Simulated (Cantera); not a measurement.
Adiabatic ignition

An adiabatic, constant-pressure homogeneous reactor starts with 3.94 % CH₄, 0.158 % C₂H₆, 5.52 % C₃H₈, 19.0 % O₂, 71.4 % N₂, equivalence ratio 1.9, at 1150 K and 4800 Torr.

Model: GRI-Mech 3.0 (53 species, 325 reactions), integrated in Cantera. GRI-Mech 3.0 was tuned for natural gas; its chemistry of propane as a main component is partial and can be far from experiment.

```tsv
t (s)	T (K)	x CH₄	x C₂H₆	x C₃H₈	x HCN	x CO₂
3.00e-6	1150	0.0394	0.00158	0.0552	<1e-12	<1e-12
9.76e-6	1150	0.0394	0.00158	0.0552	<1e-12	<1e-12
3.18e-5	1150	0.0394	0.00158	0.0552	<1e-12	3.27e-11
0.000103	1150	0.0395	0.00158	0.0552	<1e-12	1.76e-9
0.000337	1150	0.0395	0.00160	0.0550	<1e-12	2.12e-8
0.00110	1150	0.0397	0.00169	0.0543	<1e-12	1.16e-7
0.00357	1154	0.0406	0.00211	0.0508	<1e-12	1.90e-6
0.0116	2361	6.88e-10	<1e-12	<1e-12	1.29e-6	0.0226
0.0378	2362	6.72e-10	<1e-12	<1e-12	6.23e-7	0.0227
0.123	2362	6.71e-10	<1e-12	<1e-12	6.11e-7	0.0227
0.400	2362	6.71e-10	<1e-12	<1e-12	6.11e-7	0.0227
```
x: mole fraction; the columns are a selection and need not sum to one.

```json
{
  "time_of_steepest_temperature_rise": "6.26 ms",
  "temperature at 0.400 s": "2362 K",
  "equilibrium_temperature": "2362 K",
  "x(CH₄) at 0.400 s": "6.71e-10 (gas-phase equilibrium 7.54e-10)",
  "x(C₂H₆) at 0.400 s": "<1e-12 (gas-phase equilibrium <1e-12)",
  "x(C₃H₈) at 0.400 s": "<1e-12 (gas-phase equilibrium <1e-12)"
}
```
